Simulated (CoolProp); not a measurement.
Vapour-liquid equilibrium of propane (1) + cyclopropane (2) at 25.35 °C; x and y are mole fractions of (1).

Model: multi-fluid Helmholtz-energy mixture model, Lemmon 2009 and Polt 1992; pair parameters Bell 2016, in CoolProp. This equation is an older, rougher fit; its heat capacities, sound speeds and derivatives of the liquid may be far off and weren't checked against measurements.

| x | bubble pressure (MPa) | y at the bubble point | dew pressure at overall composition x (MPa) | liquid density (mol/L) |
|---|---|---|---|---|
| 0.05 | 0.7533 | 0.073 | 0.7464 | 14.47 |
| 0.15 | 0.7936 | 0.204 | 0.7769 | 14.04 |
| 0.25 | 0.8296 | 0.318 | 0.8082 | 13.62 |
| 0.35 | 0.8612 | 0.420 | 0.8396 | 13.23 |
| 0.45 | 0.8886 | 0.514 | 0.8700 | 12.85 |
| 0.55 | 0.9118 | 0.602 | 0.8983 | 12.50 |
| 0.65 | 0.9308 | 0.687 | 0.9229 | 12.16 |
| 0.75 | 0.9456 | 0.772 | 0.9422 | 11.85 |
| 0.85 | 0.9557 | 0.859 | 0.9549 | 11.56 |
| 0.95 | 0.9605 | 0.951 | 0.9605 | 11.28 |

No azeotrope shows between x = 0.05 and 0.95.

Pair parameters are fitted to limited data, so mixtures are less certain than the pure fluids.
